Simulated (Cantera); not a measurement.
A freely propagating, adiabatic, planar premixed flame of H2 : O2 : N2 = 1 : 0.167 : 0.667 (molar parts), equivalence ratio 3.0, unburnt at 325 K and 22000 Pa; mixture-averaged transport, grid criteria slope 0.08 and curve 0.16, no radiation.

Cantera simulation using the H2/O2 subset of GRI-Mech 3.0, which has no nitrogen chemistry; the numbers are that mechanism's predictions, not measurements. Burning velocities carry a grid error of a few per cent, more on coarse grids.

### Question
How do the results move with these cheaper or finer settings: unity-Lewis-number transport; multicomponent transport; multicomponent+Soret transport; grid criteria slope 0.5, curve 1; grid criteria slope 0.25, curve 0.5; grid criteria slope 0.03, curve 0.06?

### Answer
| setting | laminar burning velocity | thermal thickness | peak x(O) | peak x(HO2) | grid points |
|---|---|---|---|---|---|
| as above | 225 cm/s | 2.82 mm | 0.00125 | 0.000141 | 145 |
| unity-Lewis-number transport | 133 cm/s | 2.76 mm | 0.000774 | 0.000102 | 124 |
| multicomponent transport | 220 cm/s | 2.87 mm | 0.00121 | 0.000140 | 145 |
| multicomponent+Soret transport | 214 cm/s | 2.77 mm | 0.00122 | 0.000143 | 146 |
| grid criteria slope 0.5, curve 1 | 222 cm/s | 3.68 mm | 0.000897 | 0.000125 | 46 |
| grid criteria slope 0.25, curve 0.5 | 228 cm/s | 3.11 mm | 0.00115 | 0.000138 | 67 |
| grid criteria slope 0.03, curve 0.06 | 225 cm/s | 2.78 mm | 0.00126 | 0.000142 | 322 |
Unity Lewis numbers drop preferential diffusion, which matters most where H2 and H carry the flame; Soret adds thermal diffusion.
